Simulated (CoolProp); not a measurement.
Computed with CoolProp (reference Helmholtz-energy equation of state, Wagner 2002).

**Question.** For water, give the phase and the density (kg/m³), cp (kJ/(kg K)), isothermal compressibility (1/MPa), viscosity (µPa s) at 665.6 K and 12.5 MPa; 665.6 K and 31.2 MPa; 665.6 K and 43.8 MPa.

**Answer.** 
- 665.6 K and 12.5 MPa: gas; density 51.2, cp 3.70, isothermal compressibility 0.106, viscosity 24.4
- 665.6 K and 31.2 MPa: supercritical; density 470, cp 13.5, isothermal compressibility 0.0354, viscosity 55.2
- 665.6 K and 43.8 MPa: supercritical; density 573, cp 7.19, isothermal compressibility 0.00824, viscosity 67.2

Viscosity comes from a separate model (Huber 2009).
